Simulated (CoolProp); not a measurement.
Propylene at 496.39 K and 13.2 MPa flows at 12 m/s in a round tube of 12.7 mm bore and 15 µm roughness, fully developed (64/Re and Nu = 3.66 if laminar; Colebrook and Gnielinski if turbulent). Each further row changes one setting.

Computed with CoolProp (reference Helmholtz-energy equation of state, Lemmon 2013).

| case | Reynolds number | Darcy friction factor | pressure drop (Pa/m) | heat-transfer coefficient (W/(m² K)) | mass flow (kg/h) |
|---|---|---|---|---|---|
| as stated | 1090000 | … | … | … | 1020 |
| velocity 24 m/s | 2170000 | … | … | 32000 | 2050 |
| diameter 25.4 mm | 2170000 | … | … | … | 4100 |

Problem. Fill in the missing entries.

Solution. 
- as stated, Darcy friction factor: 0.0207
- as stated, pressure drop (Pa/m): 22000
- as stated, heat-transfer coefficient (W/(m² K)): 16100
- velocity 24 m/s, Darcy friction factor: 0.0206
- velocity 24 m/s, pressure drop (Pa/m): 87400
- diameter 25.4 mm, Darcy friction factor: 0.0176
- diameter 25.4 mm, pressure drop (Pa/m): 9310
- diameter 25.4 mm, heat-transfer coefficient (W/(m² K)): 13700

Viscosity comes from a separate model (Huber 2003), an estimate that may be off by 10 % or more. Thermal conductivity comes from a separate model (Huber 2003), an estimate that may be off by 10 % or more.
